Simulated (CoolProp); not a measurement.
Vapour-liquid equilibrium of ethylbenzene (1) + p-xylene (2) at 0.371 MPa; x and y are mole fractions of (1).

The numbers come from the multi-fluid Helmholtz-energy mixture model, Zhou 2012 and Zhou 2012; pair parameters Bell 2016 in CoolProp.

Problem. Give the bubble temperature and the first vapour's composition at x = 0.35, 0.5, 0.65. Is there an azeotrope?

Solution. x = 0.35: 193.5 °C, y = 0.360; x = 0.5: 193.2 °C, y = 0.509; x = 0.65: 192.9 °C, y = 0.658. No azeotrope shows between x = 0.05 and 0.95.

The pair parameters rest on a limited set of measurements; away from them the model extrapolates.
